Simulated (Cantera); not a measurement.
A Cantera script and what it prints.

```python
import numpy as np
import cantera as ct

gas_names = """
    H H2 N NH NH2 NH3 N2 N2H2 N2H4 Si SiH SiH2 SiH3 SiH4 SiN Si2 Si2N Si3
""".split()
cond_names = """
    Si(cr) Si(L) Si3N4(a)
""".split()


# ... load() reads the species with a 1 bar reference pressure and builds the phases ...
atoms = {
    'trisilylamine': {'Si': 3, 'N': 1, 'H': 9},
    'N2': {'N': 2},
}
top_T = {'Si3N4(a)': 2400}  # K; cautious upper limits of use, not melting points


# ... equilibrate(T, P, feed) seeds the gas with the atoms and calls Mixture.equilibrate('TP', solver="vcs", rtol=1e-11, max_steps=5000) ...
results = []
feed = {'trisilylamine': 1, 'N2': 13}  # mol
T = 1473  # K
P = 1300  # Pa
mix = equilibrate(T, P, feed)
results.append((T, P, feed, dict(zip(mix.species_names, mix.species_moles))))
x = sorted(zip(gas.X, gas.species_names), reverse=True)
print(f"T = {T:g} K  P = {P:g} Pa  gas = {mix.phase_moles(0):.4g} mol")
print("   x: " + "  ".join(f"{s} {v:.3e}" for v, s in x if v > 1e-05))
print("   condensed (mol): " + ("  ".join(f"{mix.phase(i).name} {mix.phase_moles(i):.4g}"
      for i in range(1, mix.n_phases) if mix.phase_moles(i) > 1e-12) or "none"))
```

It prints:

```
T = 1473 K  P = 1300 Pa  gas = 16 mol
   x: N2 7.187e-01  H2 2.812e-01  H 5.884e-05
   condensed (mol): Si3N4(a) 1
```

Cantera equilibrium calculation (NASA polynomials, part measured and part estimated; ideal gas, pure solids and liquids). The feed counts by its element totals alone.
